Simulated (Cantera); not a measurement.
An isothermal, constant-pressure homogeneous reactor starts with C3H8 : H2 = 1 : 9.7 (molar parts), at 1550 K and 1.01 bar.

Computed with Cantera and GRI-Mech 3.0 (53 species, 325 reactions). GRI-Mech 3.0 was tuned for natural gas; its chemistry of propane as a main component is partial and can be far from experiment. GRI-Mech 3.0 stops at C3 and has no aromatics, soot or wall deposition, so with more carbon than oxygen in the feed, carbon stays in small species such as C2H2 where larger ones or solid carbon would form.

One state of this run: x C3H8 = 5.70e-8; x H2 = 0.838; x C2H = 6.16e-9; x CH3 = 6.19e-5; x C2H6 = 4.49e-5; x C2H2 = 0.0673. x: mole fraction; the columns are a selection and need not sum to one.

**Question.** Which value of t (s) does it belong to?
A. 0.0233
B. 0.000900
C. 0.0103
D. 0.00203

**Answer.** A, 0.0233
